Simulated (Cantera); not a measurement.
An isothermal, constant-pressure homogeneous reactor starts with CH4 : H2 = 1 : 24 (molar parts), at 1650 K and 0.0133 bar.

Cantera simulation using GRI-Mech 3.0 (53 species, 325 reactions); the numbers are that mechanism's predictions, not measurements. GRI-Mech 3.0 stops at C3 and has no aromatics, soot or wall deposition, so with more carbon than oxygen in the feed, carbon stays in small species such as C2H2 where larger ones or solid carbon would form. Radical loss at walls, strong at low pressure, is not modelled.

Q: Predict: x(CH4) at 100 s; x(H2) at 100 s; x(CH2) at 100 s; x(C2H) at 100 s; x(H) at 100 s.

A: 
```json
{
 "x(CH4) at 100 s": "0.000512 (gas-phase equilibrium 0.000348)",
 "x(H2) at 100 s": "0.980 (gas-phase equilibrium 0.980)",
 "x(CH2) at 100 s": "6.52e-9 (gas-phase equilibrium 4.45e-9)",
 "x(C2H) at 100 s": "6.61e-8 (gas-phase equilibrium 6.65e-8)",
 "x(H) at 100 s": "0.000784 (gas-phase equilibrium 0.000784)"
}
```
